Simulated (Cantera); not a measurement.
Cantera run:

```python
import numpy as np
import cantera as ct

gas_names = """
    Mg MgN MgO Mg2 N NO NO2 NO3 N2 N2O O O2 O3
""".split()
cond_names = """
    Mg(cr) Mg(L) MgO(s) MgO(L)
""".split()


# ... load() reads the species with a 1 bar reference pressure and builds the phases ...
atoms = {
    'MgO': {'Mg': 1, 'O': 1},
    'N2': {'N': 2},
}
top_T = {}  # K; cautious upper limits of use, not melting points


# ... equilibrate(T, P, feed) seeds the gas with the atoms and calls Mixture.equilibrate('TP', solver="vcs", rtol=1e-11, max_steps=5000) ...
results = []
feed = {'MgO': 1, 'N2': 0.37}  # mol
P = 133.322  # Pa
for T in [1623, 1773, 1923, 2073, 2223, 2373, 2523, 2673, 2823, 2973]:
    mix = equilibrate(T, P, feed)
    results.append((T, P, feed, dict(zip(mix.species_names, mix.species_moles))))

top = {s: max(r[3][s] / sum(r[3][g] for g in gas_names) for r in results) for s in gas_names}
cols = sorted((s for s in top if top[s] > 0.0001), key=lambda s: -top[s])[:9]
seen = [c for c in cond_names if any(r[3].get(c, 0) > 1e-12 for r in results)]
print("log10 of partial pressures in bar; condensed amounts in mol")
print(f"{'T/K':>10s}" + "".join(f"{s[:9]:>10s}" for s in cols + seen))
for T, P, feed, n in results:
    ng = sum(n[g] for g in gas_names)
    print(f"{T:10.4g}" + "".join(f"{np.log10(max(n[s] / ng * P / 1e5, 1e-99)):10.3f}" for s in cols)
          + "".join(f"{n.get(c, 0):10.4g}" for c in seen))
```

Output:

```
log10 of partial pressures in bar; condensed amounts in mol
       T/K        N2        Mg         O        O2       MgO        NO         N    MgO(s)
      1623    -2.875    -8.185    -9.322    -9.202   -11.663    -8.319   -13.391         1
      1773    -2.875    -6.965    -7.856    -7.658    -9.876    -7.298   -12.086         1
      1923    -2.876    -5.897    -6.663    -6.443    -8.369    -6.480   -10.984    0.9996
      2073    -2.881    -4.965    -5.664    -5.449    -7.084    -5.806   -10.044    0.9969
      2223    -2.915    -4.153    -4.810    -4.610    -5.975    -5.248    -9.244    0.9784
      2373    -3.134    -3.444    -4.068    -3.885    -5.008    -4.860    -8.639    0.8153
      2523    -3.626    -3.194    -3.641    -3.701    -4.760    -4.894    -8.256         0
      2673    -3.651    -3.215    -3.450    -3.915    -4.969    -4.907    -7.708         0
      2823    -3.670    -3.232    -3.340    -4.227    -5.215    -4.978    -7.218         0
      2973    -3.680    -3.242    -3.288    -4.603    -5.479    -5.087    -6.772         0
```

Cantera equilibrium calculation (NASA polynomials, part measured and part estimated; ideal gas, pure solids and liquids).
